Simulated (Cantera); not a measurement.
Feed: 1 mol MgCO3, 0.056 mol SO3, 1.5 mol CO2, held at 402 °C and 1800 Torr.

Equilibrium computed with Cantera from the NASA thermochemical tables; the gas is ideal and each condensed phase is pure. Candidate condensed phases: C, Mg, MgCO3, MgO, MgS, MgSO4, S; 26 gas species. The numbers say what is thermodynamically allowed, not how fast it happens.

Base state: CO2 1.00 (mole fractions); condensed: MgCO3(s) + MgSO4(s).

**Question.** What changes in the equilibrium state with this change: temperature from 402 °C to 1602 °C?

**Answer.** 
| species | before | after |
|---|---|---|
| CO2 | 1.00 | 0.964 |
| SO2 | <1e-9 | 0.0216 |
| O2 | <1e-9 | 0.0120 |
| CO | <1e-9 | 0.00246 |
| SO3 | <1e-9 | 3.00e-5 |
| O | <1e-9 | 1.70e-5 |
| MgCO3(s), mol | 0.944 | 0 |
| MgSO4(s), mol | 0.0560 | 0 |
| MgO(s), mol | 0 | 1.00 |
